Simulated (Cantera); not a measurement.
A perfectly stirred reactor is fed with CO : O₂ : H₂O : N₂ = 0.0019 : 0.017 : 0.01 : 1 (molar parts), equivalence ratio 0.056, at 101000 Pa; it is held at 1448 K, and followed from long to short residence time.

Cantera simulation using GRI-Mech 3.0 (53 species, 325 reactions); the numbers are that mechanism's predictions, not measurements.

**Question.** Predict: x(CO) at τ = 0.370 s; x(O₂) at τ = 0.370 s; x(H₂O) at τ = 0.370 s; x(NO) at τ = 0.370 s; x(N₂O) at τ = 0.370 s; x(CO) at τ = 28.0 ms; x(O₂) at τ = 28.0 ms; x(H₂O) at τ = 28.0 ms; x(NO) at τ = 28.0 ms; x(N₂O) at τ = 28.0 ms.

**Answer.** 
| Item | Value |
|---|---|
| x(CO) at τ = 0.370 s | 3.48e-5 |
| x(O₂) at τ = 0.370 s | 0.0156 |
| x(H₂O) at τ = 0.370 s | 0.00970 |
| x(NO) at τ = 0.370 s | 3.59e-7 |
| x(N₂O) at τ = 0.370 s | 4.82e-7 |
| x(CO) at τ = 28.0 ms | 0.000192 |
| x(O₂) at τ = 28.0 ms | 0.0157 |
| x(H₂O) at τ = 28.0 ms | 0.00966 |
| x(NO) at τ = 28.0 ms | 2.00e-7 |
| x(N₂O) at τ = 28.0 ms | 5.75e-7 |
